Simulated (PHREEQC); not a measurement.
Consider water at 80 °C with 0.003 mol/kgw HCl, 0.0002 mol/kgw MnSO4 and 0.035 mol/kgw Fe2(SO4)3. Closed to the air; pH follows from the charge balance.

All values are PHREEQC results (ion-association model, phreeqc.dat), not measurements.

This is a speciation only: nothing precipitates in the calculation.

Task: What pH does the model give?

Result: pH 2.39.

Task: In which forms is Mn present?

Result: MnSO4 52 %, Mn+2 48 % of the Mn.

The solution is supersaturated, for example in Hematite (slow to form), Goethite (slow to form), so a real one may precipitate; this is no full list. Species that the database lacks are ignored. Away from 25 °C the constants follow the database's enthalpies or fits; those with neither stay at their 25 °C values.
